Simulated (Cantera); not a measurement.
An adiabatic, constant-volume homogeneous reactor starts with C3H8 : O2 : N2 = 1 : 9.26 : 34.8 (molar parts), equivalence ratio 0.54, at 950 K and 1400000 Pa. Integrator tolerance rtol = 1e-08.

Cantera simulation using GRI-Mech 3.0 (53 species, 325 reactions); the numbers are that mechanism's predictions, not measurements. GRI-Mech 3.0 was tuned for natural gas; its chemistry of propane as a main component is partial and can be far from experiment. The pressure lies above the range GRI-Mech 3.0 was tuned for (to about 10 atm). Below about 1000 K GRI-Mech 3.0 lacks low-temperature oxidation paths.

```json
[
 {"quantity": "time of steepest temperature rise", "before": "0.120 s", "after": "0.924 s"},
 {"quantity": "temperature at 4.00 s", "before": "2391 K", "after": "2369 K"},
 {"quantity": "equilibrium temperature", "before": "2391 K", "after": "2369 K"},
 {"quantity": "x(C3H8) at 4.00 s", "before": "<1e-12 (gas-phase equilibrium <1e-12)", "after": "<1e-12 (gas-phase equilibrium <1e-12)"},
 {"quantity": "x(O2) at 4.00 s", "before": "0.0859 (gas-phase equilibrium 0.0859)", "after": "0.0860 (gas-phase equilibrium 0.0860)"},
 {"quantity": "x(CH4) at 4.00 s", "before": "<1e-12 (gas-phase equilibrium <1e-12)", "after": "<1e-12 (gas-phase equilibrium <1e-12)"},
 {"quantity": "x(C2H4) at 4.00 s", "before": "<1e-12 (gas-phase equilibrium <1e-12)", "after": "<1e-12 (gas-phase equilibrium <1e-12)"},
 {"quantity": "x(C2H) at 4.00 s", "before": "<1e-12 (gas-phase equilibrium <1e-12)", "after": "<1e-12 (gas-phase equilibrium <1e-12)"},
 {"quantity": "x(H2O) at 4.00 s", "before": "0.0850 (gas-phase equilibrium 0.0850)", "after": "0.0838 (gas-phase equilibrium 0.0838)"}
]
```

What was changed between the two runs?
A) pressure from 1400000 Pa to 500000 Pa
B) pressure from 1400000 Pa to 190000 Pa
C) constant pressure in place of constant volume
D) pressure from 1400000 Pa to 1000000 Pa

B, pressure from 1400000 Pa to 190000 Pa
